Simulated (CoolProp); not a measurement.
Properties of cyclohexane along the isotherm 558.5 K (Tc = 553.6 K, pc = 40.81 bar, ω = 0.209).

Values from CoolProp's reference Helmholtz-energy equation of state, Zhou 2014.

```csv
p (bar),phase,density (kg/m³),cp (kJ/(kg K)),cv (kJ/(kg K)),isothermal compressibility (1/MPa),fugacity coefficient
0.323,gas,0.5869,2.515,2.415,31.04,0.9974
0.544,gas,0.9903,2.516,2.416,18.46,0.9956
0.919,gas,1.678,2.519,2.417,10.96,0.9926
1.55,gas,2.845,2.522,2.418,6.535,0.9875
2.62,gas,4.853,2.529,2.420,3.902,0.9789
4.42,gas,8.315,2.540,2.424,2.351,0.9645
7.45,gas,14.41,2.562,2.432,1.437,0.9404
12.6,gas,25.67,2.609,2.446,0.9016,0.8996
21.2,gas,48.02,2.732,2.476,0.6132,0.8320
35.8,gas,110.0,3.501,2.566,0.6171,0.7161
60.4,supercritical,437.1,3.775,2.562,0.05766,0.5039
102,supercritical,495.5,3.245,2.533,0.01796,0.3502
```
